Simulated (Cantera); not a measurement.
A Cantera script and what it prints.

```python
import numpy as np
import cantera as ct

gas_names = """
    C2H2,acetylene H2O OH H2O2 CH3
""".split()
cond_names = """
    Ta2O5(s) Ta2O5(L) TaC(s) TaC(L) Ta(cr) Ta(L)
""".split()


def load(file, names, dense=False):
    # The tables refer to 1 bar. Condensed volumes are neglected.
    table = {s.name: s for s in ct.Species.list_from_file(file)}
    out = []
    for n in names:
        d = dict(table[n].input_data)
        d["thermo"] = dict(d["thermo"], **{"reference-pressure": 1e5})
        if dense:
            d["equation-of-state"] = {"model": "constant-volume", "density": "1e6 g/cm^3"}
        out.append(ct.Species.from_dict(d))
    return out


species = {s.name: s for s in load("nasa_gas.yaml", gas_names) + load("nasa_condensed.yaml", cond_names)}
# Each term lists the table entries of one substance; the one whose range holds T is used.
reactions = {
    'Ta2O5 + C2H2(g) + 3 H2O(g) = 2 TaC + 8 OH(g)':
        [(-1, ['Ta2O5(s)', 'Ta2O5(L)']), (-1, ['C2H2,acetylene']), (-3, ['H2O']), (2, ['TaC(s)', 'TaC(L)']), (8, ['OH'])],
    '3 H2O2(g) + 2 CH3(g) + 2 Ta = 2 TaC + 6 H2O(g)':
        [(-3, ['H2O2']), (-2, ['CH3']), (-2, ['Ta(cr)', 'Ta(L)']), (2, ['TaC(s)', 'TaC(L)']), (6, ['H2O'])],
}


def pick(names, T):
    return next(species[n] for n in names if species[n].thermo.min_temp <= T <= species[n].thermo.max_temp)


results = []
for label, terms in reactions.items():
    print(label)
    print("     T/K   dH/kJ  dS/(J/K)   dG/kJ   log10 K")
    for T in [1923, 2023, 2123, 2223, 2323]:
        used = [(nu, pick(names, T)) for nu, names in terms]
        dH = sum(nu * s.thermo.h(T) for nu, s in used) / 1e6
        dS = sum(nu * s.thermo.s(T) for nu, s in used) / 1e3
        dG = dH - T * dS / 1e3
        logK = -dG * 1e6 / (ct.gas_constant * T * np.log(10))
        results.append((label, T, dH, dS, dG, logK, [s.name for _, s in used]))
        print(f"{T:8g} {dH:8.1f} {dS:8.1f} {dG:8.1f} {logK:8.2f}")
```

Output:

```
Ta2O5 + C2H2(g) + 3 H2O(g) = 2 TaC + 8 OH(g)
     T/K   dH/kJ  dS/(J/K)   dG/kJ   log10 K
    1923   2535.7    625.4   1333.2   -36.21
    2023   2531.9    623.4   1270.8   -32.81
    2123   2405.2    561.9   1212.3   -29.83
    2223   2397.1    558.1   1156.3   -27.17
    2323   2389.1    554.6   1100.7   -24.75
3 H2O2(g) + 2 CH3(g) + 2 Ta = 2 TaC + 6 H2O(g)
     T/K   dH/kJ  dS/(J/K)   dG/kJ   log10 K
    1923  -1631.1     42.7  -1713.1    46.53
    2023  -1631.4     42.5  -1717.4    44.34
    2123  -1631.6     42.4  -1721.7    42.36
    2223  -1631.7     42.4  -1725.9    40.55
    2323  -1631.6     42.4  -1730.1    38.90
```

Standard-state values (1 bar) from the NASA 1993 polynomials, evaluated with Cantera. TaC: taken at fixed stoichiometry. Condensed species are held in their standard states even where they would react or evaporate.
